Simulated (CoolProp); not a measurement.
A simple Rankine cycle with ammonia: condensing at 312.15 K, boiler at 6.33 MPa, turbine inlet 523.7 K, turbine efficiency 0.8, pump efficiency 0.6, no recuperator. Each further row changes one setting.

Model: reference Helmholtz-energy equation of state, Gao 2020, in CoolProp.

```csv
case,thermal efficiency (%),net work (kJ/kg),heat in (kJ/kg),turbine exit temperature (K),volume ratio over the turbine
as stated,13.9,220,1590,406.9,3.37
turbine inlet 543.7 K,14.1,232,(withheld),425.0,3.37
condensing temperature 304.15 K,(withheld),251,1630,(withheld),4.09
boiler pressure 4.43 MPa,(withheld),178,1620,(withheld),2.48
turbine efficiency 0.7,12.0,191,1590,418.5,3.48
```

Problem. Some entries are withheld; supply them.

Solution. 
- turbine inlet 543.7 K, heat in (kJ/kg): 1650
- condensing temperature 304.15 K, thermal efficiency (%): 15.4
- condensing temperature 304.15 K, turbine exit temperature (K): 391.1
- boiler pressure 4.43 MPa, thermal efficiency (%): 11.0
- boiler pressure 4.43 MPa, turbine exit temperature (K): 435.7
